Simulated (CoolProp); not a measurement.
Vapour-liquid equilibrium of cyclohexane (1) + n-dodecane (2) at 0.175 MPa; x and y are mole fractions of (1).

The numbers come from the multi-fluid Helmholtz-energy mixture model, Zhou 2014 and Lemmon 2004; pair parameters Bell 2016 in CoolProp.

```tsv
x	bubble temperature (°C)	y at the bubble point	dew temperature at overall composition x (°C)	liquid density (mol/L)
0.05	…	0.323	238.3	3.537
0.125	200.2	0.638	…	3.822
0.2	180.4	0.804	230.7	4.104
0.275	164.4	0.889	226.5	4.386
0.35	151.5	0.934	222.1	…
0.425	141.1	0.960	…	4.973
0.5	132.5	0.975	211.9	5.289
0.575	125.3	0.984	205.9	5.628
0.65	…	0.990	199.0	5.996
0.725	…	0.994	190.9	6.399
0.8	109.5	0.996	181.0	6.844
0.875	105.6	0.998	167.6	7.340
0.95	102.1	0.999	145.6	7.898
```

Q: Complete the blanks.

A: 
- 0.05, bubble temperature (°C): 223.7
- 0.125, dew temperature at overall composition x (°C): 234.6
- 0.35, liquid density (mol/L): 4.674
- 0.425, dew temperature at overall composition x (°C): 217.2
- 0.65, bubble temperature (°C): 119.2
- 0.725, bubble temperature (°C): 114.0

No azeotrope shows between x = 0.05 and 0.95.

Pair parameters are fitted to limited data, so mixtures are less certain than the pure fluids.
